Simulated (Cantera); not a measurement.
What does this Cantera script print?

```python
import numpy as np
import cantera as ct

gas_names = """
    H HO2 H2 H2O H2O2 Mg MgH MgO MgOH MgO2H2 Mg2 O OH O2 O3
""".split()
cond_names = """
    H2O(s) H2O(L) Mg(cr) Mg(L) MgO(s) MgO(L) MgO2H2(s)
""".split()


def load(file, names, dense=False):
    # The tables refer to 1 bar. Condensed volumes are neglected.
    table = {s.name: s for s in ct.Species.list_from_file(file)}
    out = []
    for n in names:
        d = dict(table[n].input_data)
        d["thermo"] = dict(d["thermo"], **{"reference-pressure": 1e5})
        if dense:
            d["equation-of-state"] = {"model": "constant-volume", "density": "1e6 g/cm^3"}
        out.append(ct.Species.from_dict(d))
    return out


gas = ct.Solution(thermo="ideal-gas", species=load("nasa_gas.yaml", gas_names))
cond = {s.name: ct.Solution(thermo="fixed-stoichiometry", species=[s], name=s.name)
        for s in load("nasa_condensed.yaml", cond_names, dense=True)}
atoms = {
    'Mg(OH)2': {'Mg': 1, 'O': 2, 'H': 2},
    'H2O': {'H': 2, 'O': 1},
}
top_T = {}  # K; cautious upper limits of use, not melting points


def equilibrate(T, P, feed):
    n = {}
    for name, mol in feed.items():
        for a, k in atoms[name].items():
            n[a] = n.get(a, 0.0) + k * mol
    gas.TPX = T, P, n
    mass = sum(n.values()) * gas.mean_molecular_weight
    gas.equilibrate("TP")
    valid = [c for c in cond.values() if c.min_temp <= T <= top_T.get(c.name, c.max_temp)]
    mix = ct.Mixture([(gas, mass / gas.mean_molecular_weight)] + [(c, 0.0) for c in valid])
    mix.T, mix.P = T, P
    mix.equilibrate("TP", solver="vcs", rtol=1e-11, max_steps=5000)
    return mix


results = []
feed = {'Mg(OH)2': 1, 'H2O': 0.041}  # mol
P = 100000  # Pa
for T in [1073, 1173, 1273, 1373, 1473, 1573, 1673, 1773, 1873, 1973, 2073, 2173, 2273]:
    mix = equilibrate(T, P, feed)
    results.append((T, P, feed, dict(zip(mix.species_names, mix.species_moles))))

top = {s: max(r[3][s] / sum(r[3][g] for g in gas_names) for r in results) for s in gas_names}
cols = sorted((s for s in top if top[s] > 1e-06), key=lambda s: -top[s])[:8]
seen = [c for c in cond_names if any(r[3].get(c, 0) > 1e-12 for r in results)]
print("log10 of partial pressures in bar; condensed amounts in mol")
print(f"{'T/K':>10s}" + "".join(f"{s[:9]:>10s}" for s in cols + seen))
for T, P, feed, n in results:
    ng = sum(n[g] for g in gas_names)
    print(f"{T:10.4g}" + "".join(f"{np.log10(max(n[s] / ng * P / 1e5, 1e-99)):10.3f}" for s in cols)
          + "".join(f"{n.get(c, 0):10.4g}" for c in seen))
```

It prints:

```
log10 of partial pressures in bar; condensed amounts in mol
       T/K       H2O        H2        OH        O2         H         O    MgO2H2      MgOH    MgO(s)
      1073    -0.000    -6.014    -7.274    -6.327   -10.860   -12.068   -10.482   -17.557         1
      1173    -0.000    -5.324    -6.428    -5.643    -9.591   -10.676    -9.359   -15.440         1
      1273    -0.000    -4.741    -5.715    -5.066    -8.517    -9.501    -8.414   -13.660         1
      1373    -0.000    -4.242    -5.105    -4.573    -7.598    -8.497    -7.608   -12.141         1
      1473    -0.000    -3.809    -4.578    -4.148    -6.802    -7.628    -6.911   -10.832         1
      1573    -0.000    -3.430    -4.119    -3.778    -6.106    -6.870    -6.305    -9.692         1
      1673    -0.001    -3.096    -3.714    -3.452    -5.491    -6.202    -5.772    -8.690         1
      1773    -0.001    -2.799    -3.355    -3.164    -4.945    -5.609    -5.300    -7.804         1
      1873    -0.002    -2.533    -3.036    -2.907    -4.457    -5.080    -4.881    -7.014         1
      1973    -0.004    -2.295    -2.749    -2.677    -4.017    -4.604    -4.505    -6.306         1
      2073    -0.007    -2.080    -2.491    -2.471    -3.620    -4.175    -4.168    -5.669    0.9999
      2173    -0.011    -1.885    -2.258    -2.285    -3.259    -3.786    -3.864    -5.092    0.9998
      2273    -0.017    -1.709    -2.047    -2.117    -2.930    -3.431    -3.590    -4.568    0.9997
```

These are equilibrium values from Cantera (NASA tables, ideal gas, pure condensed phases), not measurements of a reactor.
